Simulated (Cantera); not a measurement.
Input: 1 mol CCl4, 0.023 mol CH4, 1 mol H2, equilibrated at 2450 °C and 7.50 Torr.

Cantera equilibrium calculation (NASA polynomials, part measured and part estimated; ideal gas, pure solids and liquids). Candidate condensed phases: C, C6H6, C7H8, C8H18; 91 gas species. Kinetics and transport are ignored.

**Question.** What is the equilibrium state?

**Answer.** 
```json
{
  "x(Cl)": "0.591",
  "x(HCl)": "0.256",
  "x(H)": "0.115",
  "x(H2)": "0.0347",
  "x(C3)": "0.00119",
  "x(C2H2 (acetylene))": "0.000888",
  "x(C2H)": "0.000327",
  "x(C)": "0.000277",
  "x(C2)": "0.000115",
  "n(C(graphite))": "0.991 mol",
  "gas_amount": "4.721 mol"
}
```
